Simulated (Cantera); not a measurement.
Input: 1 mol Ti(OiPr)4, 3.3 mol O2, 0.66 mol C3H8, equilibrated at 1275 K.

Equilibrium computed with Cantera from the NASA thermochemical tables; the gas is ideal and each condensed phase is pure. Candidate condensed phases: C, C6H6, C7H8, C8H18, H2O, Ti, TiC, TiO, TiO2, Ti2O3, Ti3O5, Ti4O7; 113 gas species. The feed counts by its element totals alone. Equilibrium is a limit: real reactors are often held back by kinetics, nucleation or transport.

### Question
At 1.00 bar, list the 5 most abundant gas species with their mole fractions, and the condensed phases.

### Answer
H2 0.654, CO 0.339, CH4 0.00396, H2O 0.00258, CO2 0.000806. Condensed: C(graphite) + TiO2(rutile).
